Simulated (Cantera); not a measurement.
A Cantera script and what it prints.

```python
import numpy as np
import cantera as ct

gas_names = [...]  # 116 gases of nasa_gas.yaml made of C, H, Mg, O
cond_names = """
    C(gr) C6H6(L) C7H8(L) C8H18(L),n-octa H2O(s) H2O(L) Mg(cr) Mg(L) MgCO3(s) MgO(s) MgO(L) MgO2H2(s)
""".split()


# ... load() reads the species with a 1 bar reference pressure and builds the phases ...
atoms = {
    'MgO': {'Mg': 1, 'O': 1},
    'CH4': {'C': 1, 'H': 4},
    'CO': {'C': 1, 'O': 1},
}
top_T = {'C(gr)': 4500}  # K; cautious upper limits of use, not melting points


# ... equilibrate(T, P, feed) seeds the gas with the atoms and calls Mixture.equilibrate('TP', solver="vcs", rtol=1e-11, max_steps=5000) ...
results = []
feed = {'MgO': 1, 'CH4': 0.43, 'CO': 0.015}  # mol
P = 160000  # Pa
for T in [1300, 1450, 1600, 1750, 1900, 2050, 2200, 2350, 2500]:
    mix = equilibrate(T, P, feed)
    results.append((T, P, feed, dict(zip(mix.species_names, mix.species_moles))))

top = {s: max(r[3][s] / sum(r[3][g] for g in gas_names) for r in results) for s in gas_names}
cols = sorted((s for s in top if top[s] > 1e-05), key=lambda s: -top[s])[:5]
seen = [c for c in cond_names if any(r[3].get(c, 0) > 1e-12 for r in results)]
print("log10 of partial pressures in bar; condensed amounts in mol")
print(f"{'T/K':>10s}" + "".join(f"{s[:9]:>10s}" for s in cols + seen))
for T, P, feed, n in results:
    ng = sum(n[g] for g in gas_names)
    print(f"{T:10.4g}" + "".join(f"{np.log10(max(n[s] / ng * P / 1e5, 1e-99)):10.3f}" for s in cols)
          + "".join(f"{n.get(c, 0):10.4g}" for c in seen))
```

Output:

```
log10 of partial pressures in bar; condensed amounts in mol
       T/K        H2        CO        Mg         H       CH4     C(gr)    MgO(s)
      1300     0.191    -1.563    -7.999    -5.861    -1.722      0.42         1
      1450     0.194    -1.561    -5.416    -4.927    -2.093    0.4256         1
      1600     0.195    -1.554    -3.334    -4.167    -2.397    0.4275    0.9997
      1750     0.187    -1.366    -1.800    -3.540    -2.665    0.4196     0.991
      1900     0.120    -0.822    -0.902    -3.040    -3.009    0.3459    0.9172
      2050    -0.102    -0.387    -0.408    -2.695    -3.927         0    0.5705
      2200    -0.104    -0.387    -0.408    -2.301    -5.133         0    0.5694
      2350    -0.108    -0.388    -0.408    -1.958    -6.184         0    0.5671
      2500    -0.119    -0.392    -0.404    -1.659    -7.116         0    0.5584
```

These are equilibrium values from Cantera (NASA tables, ideal gas, pure condensed phases), not measurements of a reactor. The tables' values for MgH are old estimates; treat these amounts as uncertain.
